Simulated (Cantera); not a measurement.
A closed system holds: 1 mol n-butane, a varied amount of H2O, 1.8 mol N2, at 825 °C and 1.00 bar.

Equilibrium computed with Cantera from the NASA thermochemical tables; the gas is ideal and each condensed phase is pure. Candidate condensed phases: C, C6H6, C7H8, C8H18, H2O; 136 gas species. Equilibrium is a limit: real reactors are often held back by kinetics, nucleation or transport.

x: gas mole fraction; n: condensed amount in mol.

```json
[
 {"n(H2O) (mol)": "0.079", "x H2": "0.707", "x N2": "0.264", "x CO": "0.0108", "x CH4": "0.0182", "x H2O": "0.000703", "x CO2": "1.07e-5", "x NH3": "9.79e-5", "n C(graphite)": "3.80"},
 {"n(H2O) (mol)": "0.15", "x H2": "0.702", "x N2": "0.258", "x CO": "0.0202", "x CH4": "0.0180", "x H2O": "0.00130", "x CO2": "3.70e-5", "x NH3": "9.60e-5", "n C(graphite)": "3.73"},
 {"n(H2O) (mol)": "0.22", "x H2": "0.698", "x N2": "0.253", "x CO": "[?]", "x CH4": "0.0178", "x H2O": "[?]", "x CO2": "[?]", "x NH3": "9.42e-5", "n C(graphite)": "3.67"},
 {"n(H2O) (mol)": "0.29", "x H2": "0.694", "x N2": "0.249", "x CO": "0.0374", "x CH4": "0.0176", "x H2O": "0.00238", "x CO2": "0.000128", "x NH3": "9.25e-5", "n C(graphite)": "3.60"},
 {"n(H2O) (mol)": "0.36", "x H2": "0.690", "x N2": "0.244", "x CO": "[?]", "x CH4": "0.0174", "x H2O": "[?]", "x CO2": "[?]", "x NH3": "9.09e-5", "n C(graphite)": "3.53"},
 {"n(H2O) (mol)": "0.43", "x H2": "0.686", "x N2": "0.240", "x CO": "0.0534", "x CH4": "0.0172", "x H2O": "0.00336", "x CO2": "0.000260", "x NH3": "8.93e-5", "n C(graphite)": "3.47"},
 {"n(H2O) (mol)": "0.5", "x H2": "0.682", "x N2": "0.236", "x CO": "0.0610", "x CH4": "0.0170", "x H2O": "0.00382", "x CO2": "0.000339", "x NH3": "8.78e-5", "n C(graphite)": "3.40"}
]
```

Task: Complete the blanks.

Result: 
- 0.36, x CO: 0.0456
- 0.36, x H2O: 0.00288
- 0.36, x CO2: 0.000189
- 0.22, x CO: 0.0290
- 0.22, x H2O: 0.00185
- 0.22, x CO2: 7.65e-5
